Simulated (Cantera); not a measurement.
Input: 1 mol BN, a varied amount of HF, 4.8 mol H2, held at 1677 °C and 0.133 bar.

Equilibrium computed with Cantera from the NASA thermochemical tables; the gas is ideal and each condensed phase is pure. Candidate condensed phases: B, BN; 31 gas species. The tables' values for BF2 are old estimates; treat these amounts as uncertain. Equilibrium is a limit: real reactors are often held back by kinetics, nucleation or transport.

x: gas mole fraction; nothing condenses.

```
n(HF) (mol)   x HF   x H2   x BF3    x N2     x BF2
-----------  -----  -----  ------  ------  --------
4.5          0.173  0.664  0.0946  0.0534   0.00894
5.6          0.256  0.598  0.0886  0.0479   0.00537
6.9          0.337  0.533  0.0807  0.0426   0.00351
8.5            [?]    [?]     [?]     [?]   0.00238
11           0.507  0.396  0.0613  0.0316   0.00153
13           0.562  0.352  0.0547  0.0280   0.00116
16             [?]    [?]     [?]     [?]  0.000828
20           0.685  0.253  0.0396  0.0201  0.000583
```

### Question
What belongs in the gaps?

### Answer

- 8.5, x HF: 0.416
- 8.5, x H2: 0.470
- 8.5, x BF3: 0.0720
- 8.5, x N2: 0.0375
- 16, x HF: 0.625
- 16, x H2: 0.301
- 16, x BF3: 0.0470
- 16, x N2: 0.0240
